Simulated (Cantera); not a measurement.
## Thermodynamics of chlorosilane synthesis and conversion, feed SiCl₄ + Cl₂ + H₂

A closed system holds: 1 mol SiCl₄, a varied amount of Cl₂, 0.62 mol H₂, equilibrated at 698 K and 13300 Pa.

These are equilibrium values from Cantera (NASA tables, ideal gas, pure condensed phases), not measurements of a reactor. Candidate condensed phases: Si; 19 gas species. Equilibrium is a limit: real reactors are often held back by kinetics, nucleation or transport.

From 0.5 mol Cl₂ to 2.5 mol Cl₂ nothing is condensed. The main Si-bearing gas is SiCl₄ throughout.

```json
[
 {"n(Cl₂) (mol)": "0.5", "log p HCl": "-1.20", "log p SiCl₄": "-1.20", "log p Cl₂": "<-12", "log p H₂": "-2.12", "log p SiHCl₃": "-5.83", "log p Cl": "<-12", "log p SiCl₃": "-8.95"},
 {"n(Cl₂) (mol)": "0.65", "log p HCl": "-1.14", "log p SiCl₄": "-1.23", "log p Cl₂": "-2.75", "log p H₂": "<-12", "log p SiHCl₃": "<-12", "log p Cl": "-7.58", "log p SiCl₃": "<-12"},
 {"n(Cl₂) (mol)": "0.86", "log p HCl": "-1.18", "log p SiCl₄": "-1.27", "log p Cl₂": "-1.89", "log p H₂": "<-12", "log p SiHCl₃": "<-12", "log p Cl": "-7.15", "log p SiCl₃": "<-12"},
 {"n(Cl₂) (mol)": "1.1", "log p HCl": "-1.22", "log p SiCl₄": "-1.31", "log p Cl₂": "-1.63", "log p H₂": "<-12", "log p SiHCl₃": "<-12", "log p Cl": "-7.02", "log p SiCl₃": "<-12"},
 {"n(Cl₂) (mol)": "1.5", "log p HCl": "-1.28", "log p SiCl₄": "-1.37", "log p Cl₂": "-1.42", "log p H₂": "<-12", "log p SiHCl₃": "<-12", "log p Cl": "-6.92", "log p SiCl₃": "<-12"},
 {"n(Cl₂) (mol)": "1.9", "log p HCl": "-1.33", "log p SiCl₄": "-1.42", "log p Cl₂": "-1.31", "log p H₂": "<-12", "log p SiHCl₃": "<-12", "log p Cl": "-6.86", "log p SiCl₃": "<-12"},
 {"n(Cl₂) (mol)": "2.5", "log p HCl": "-1.40", "log p SiCl₄": "-1.49", "log p Cl₂": "-1.22", "log p H₂": "<-12", "log p SiHCl₃": "<-12", "log p Cl": "-6.81", "log p SiCl₃": "<-12"}
]
```
log p: log10 of the partial pressure in bar; nothing condenses.
